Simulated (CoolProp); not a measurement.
A single-stage vapour-compression cycle with neopentane: evaporating at 285.15 K (dew point), condensing at 354.15 K (bubble point), superheat 5 K, subcooling 8 K, compressor efficiency 0.8, no pressure losses. Each further row changes one setting.

Model: reference Helmholtz-energy equation of state, Lemmon 2006, in CoolProp. It is a short technical equation, of lower accuracy than the large ones.

```csv
case,cooling COP,pressure ratio,discharge temperature (K),refrigerating effect (kJ/kg),volumetric capacity (kJ/m³)
as stated,2.29,6.80,354.1,174,603
evaporating temperature 290.15 K,2.61,5.72,354.1,182,740
condensing temperature 349.15 K,2.60,6.08,349.2,187,649
subcooling 13 K,2.46,6.80,354.1,187,649
superheat 15 K,2.38,6.80,354.9,191,637
compressor efficiency 0.7,2.01,6.80,354.1,174,603
```

The compression ends wet for: as stated; evaporating temperature 290.15 K; condensing temperature 349.15 K; subcooling 13 K; compressor efficiency 0.7.
